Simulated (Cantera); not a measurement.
Charge: 1 mol Al(CH3)3, 2.7 mol NH3, 57 mol H2, at 55.5 Torr.

Method: chemical equilibrium by Gibbs-energy minimisation in Cantera with the NASA 1993 tables (ideal gas, pure condensed phases). Candidate condensed phases: Al, AlN, C, C6H6, C7H8, C8H18; 97 gas species. The feed counts by its element totals alone. Equilibrium is a limit: real reactors are often held back by kinetics, nucleation or transport.

Over these rows the condensed part is AlN(s) + C(graphite). Partial pressures as log10 of bar:

| T (K) | 1000/T (1/K) | log p Al | log p H2 | log p N2 |
|---|---|---|---|---|
| 1475 | 0.6780 | -9.07 | -1.14 | -3.03 |
| 1575 | 0.6349 | -7.64 | -1.14 | -3.03 |
| 1675 | 0.5970 | -6.38 | -1.14 | -3.03 |
| 1775 | 0.5634 | -5.26 | -1.14 | -3.03 |
| 1875 | 0.5333 | -4.27 | -1.14 | -3.03 |
| 1975 | 0.5063 | ? | -1.14 | -2.97 |

**Question.** Fit log p(Al) = a + b·(1000/T) to the five rows, give the apparent enthalpy, and predict the row at 1975 K.

**Answer.** Means: 1000/T = 0.6013, log p = -6.524. Sxy = -0.434573, Sxx = 0.0130907, so b = -33.20 and a = -6.524 − (-33.20)×0.6013 = 13.44.
Apparent enthalpy: −19.145 × (-33.20) = 636 kJ/mol. With the condensed phases at unit activity, AlN(s) = Al(g) + 1/2 N2(g) links this pressure to the main gases: over the six rows their terms move log p by -0.03 in all, so the slope is close to that reaction's ΔH°. The five rows lie within 0.01 of the line.
Prediction at 1975 K: 13.44 + (-33.20)×0.5063 = -3.37. The computed value is -3.41, 0.04 from the line.
